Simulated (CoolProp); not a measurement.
Vapour-liquid equilibrium of propane (1) + n-butane (2) at 0.929 MPa; x and y are mole fractions of (1).

Values from CoolProp's multi-fluid Helmholtz-energy mixture model, Lemmon 2009 and Bücker 2006; pair parameters Kunz 2012.

Problem. Give the bubble temperature and the first vapour's composition at x = 0.35, 0.65, 0.8. Is there an azeotrope?

Solution. x = 0.35: 52.5 °C, y = 0.587; x = 0.65: 37.3 °C, y = 0.841; x = 0.8: 31.2 °C, y = 0.922. No azeotrope shows between x = 0.05 and 0.95.

The pair parameters rest on a limited set of measurements; away from them the model extrapolates.
